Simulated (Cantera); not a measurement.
Feed: 1 mol SiCl₄, 11 mol O₂, 3 mol H₂, at 1302 °C and 29.0 Pa.

Cantera equilibrium calculation (NASA polynomials, part measured and part estimated; ideal gas, pure solids and liquids). The tables hold silica as quartz up to 1696 K and as liquid above; real silica turns to tridymite and cristobalite and melts near 1996 K. Equilibrium is a limit: real reactors are often held back by kinetics, nucleation or transport.

| species | before | after |
|---|---|---|
| O₂ | 0.627 | 0.645 |
| HCl | 0.205 | 0.244 |
| H₂O | 0.100 | 0.0836 |
| Cl | 0.0658 | 0.0236 |
| H | 1.47e-5 | 2.73e-7 |
| Cl₂ | 0.000141 | 0.00325 |
| H₂ | 3.65e-5 | 2.25e-6 |
| HOCl | 9.31e-7 | 1.51e-5 |
| O | 0.000498 | 3.77e-5 |
| ClO | 1.99e-5 | 9.70e-5 |
| SiO₂(β-quartz), mol | 1.000 | 1.00 |
Gas species are given as mole fractions.

Question: Name the change that produced these shifts.
A) SiCl₄ replaced by SiH₂Cl₂
B) O₂ from 11 to 0.2 mol
C) pressure from 29.0 Pa to 52.0 mbar
D) pressure from 29.0 Pa to 13.3 mbar

Answer: C, pressure from 29.0 Pa to 52.0 mbar
